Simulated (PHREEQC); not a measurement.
Solution (70 °C): 87 mmol/kgw HF, 2.3 mmol/kgw NH4F, 0.023 mmol/kgw H4SiO4 and 26 mmol/kgw H2SO4. Closed to the air; pH follows from the charge balance.

Equilibrium calculation in PHREEQC: ion-association model, phreeqc.dat.

Problem. The ionic strength comes out as 0.0372 mol/kgw. What activity coefficients do HF2-, SiF6-2, F-, HSO4-, NH4SO4- get?

Solution. HF2- 0.82, SiF6-2 0.47, F- 0.82, HSO4- 0.82, NH4SO4- 0.82.

No solid was allowed to form. Species that the database lacks are ignored. Constants without temperature data keep their 25 °C values here. SiF6-2 is the database's only silicon fluoride.
